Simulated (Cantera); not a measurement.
An adiabatic, constant-pressure homogeneous reactor starts with H2 : O2 : N2 : NO = 1 : 0.385 : 1.45 : 0.013 (molar parts), at 1448 K and 6380 Torr. Integrator tolerance rtol = 1e-08.

Detailed kinetics in Cantera: GRI-Mech 3.0 (53 species, 325 reactions). The hydrogen kinetics of GRI-Mech 3.0 are dated; newer H2 mechanisms differ, most at raised pressure. Above 3000 K some thermodynamic fits are extrapolated.

Q: What does this change do: N2 1.45 to 1.1 parts?

A: 
| quantity | before | after |
|---|---|---|
| time of steepest temperature rise | 2.09 µs | 1.82 µs |
| temperature at 0.100 s | 3040 K | 3142 K |
| equilibrium temperature | 3040 K | 3142 K |
| x(H2) at 0.100 s | 0.0979 (gas-phase equilibrium 0.0979) | 0.117 (gas-phase equilibrium 0.117) |
| x(O2) at 0.100 s | 0.00255 (gas-phase equilibrium 0.00255) | 0.00418 (gas-phase equilibrium 0.00418) |
| x(NO) at 0.100 s | 0.00473 (gas-phase equilibrium 0.00473) | 0.00636 (gas-phase equilibrium 0.00636) |
| x(N2O) at 0.100 s | 6.68e-7 (gas-phase equilibrium 6.68e-7) | 8.44e-7 (gas-phase equilibrium 8.44e-7) |
| x(OH) at 0.100 s | 0.0188 (gas-phase equilibrium 0.0188) | 0.0276 (gas-phase equilibrium 0.0276) |

Q: What does this change do: pressure from 6380 Torr to 9750 Torr?

A: 
| quantity | before | after |
|---|---|---|
| time of steepest temperature rise | 2.09 µs | 1.51 µs |
| temperature at 0.100 s | 3040 K | 3073 K |
| equilibrium temperature | 3040 K | 3073 K |
| x(H2) at 0.100 s | 0.0979 (gas-phase equilibrium 0.0979) | 0.0971 (gas-phase equilibrium 0.0971) |
| x(O2) at 0.100 s | 0.00255 (gas-phase equilibrium 0.00255) | 0.00215 (gas-phase equilibrium 0.00215) |
| x(NO) at 0.100 s | 0.00473 (gas-phase equilibrium 0.00473) | 0.00452 (gas-phase equilibrium 0.00452) |
| x(N2O) at 0.100 s | 6.68e-7 (gas-phase equilibrium 6.68e-7) | 7.92e-7 (gas-phase equilibrium 7.92e-7) |
| x(OH) at 0.100 s | 0.0188 (gas-phase equilibrium 0.0188) | 0.0175 (gas-phase equilibrium 0.0175) |
The pressure lies above the range GRI-Mech 3.0 was tuned for (to about 10 atm).
